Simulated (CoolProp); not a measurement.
Vapour-liquid equilibrium of hydrogen sulfide (1) + benzene (2) at 344.2 K; x and y are mole fractions of (1).

Values from CoolProp's multi-fluid Helmholtz-energy mixture model, Lemmon 2006 and Thol 2012; pair parameters Bell 2016.

```
x     bubble pressure, mixture model (bar)  bubble pressure, Raoult's law (bar)  y, mixture model  y, Raoult's law
----  ------------------------------------  -----------------------------------  ----------------  ---------------
0.05                                 2.772                                3.417             0.726            0.788
0.15                                 6.800                                8.728             0.890            0.926
0.25                                 10.93                                14.04             0.934            0.959
0.35                                 15.27                                19.35             0.954            0.974
0.45                                 19.88                                24.66             0.967            0.983
0.55                                 24.85                                29.97             0.975            0.989
0.65                                 30.21                                35.28             0.982            0.992
0.75                                 36.02                                40.59             0.987            0.995
0.85                                 42.37                                45.91             0.992            0.998
0.95                                 49.59                                51.22             0.997            0.999
```

The largest gap from Raoult's law is -22.2 % in bubble pressure, at x = 0.25. No azeotrope shows between x = 0.05 and 0.95.

The pair parameters rest on a limited set of measurements; away from them the model extrapolates.
